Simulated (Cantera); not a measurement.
A closed system holds: 1 mol SiCl4, 43 mol NH3, equilibrated at 1573.15 K.

Equilibrium computed with Cantera from the NASA thermochemical tables; the gas is ideal and each condensed phase is pure. Candidate condensed phases: NH4Cl, Si, Si3N4; 28 gas species. Kinetics and transport are ignored.

Q: What share of the Si ends up in condensed phases as a function of P (Pa), at 5, 17, 59, 210, 710, 2400, 8400, 29000, 100000?

A: 
```csv
P (Pa),Si condensed (%),as
5,40.2,Si(s)
17,47.5,Si(s)
59,49.8,Si(s)
210,68.2,Si3N4(s)
710,83.2,Si3N4(s)
2400,91.8,Si3N4(s)
8400,96.2,Si3N4(s)
29000,98.2,Si3N4(s)
100000,99.2,Si3N4(s)
```
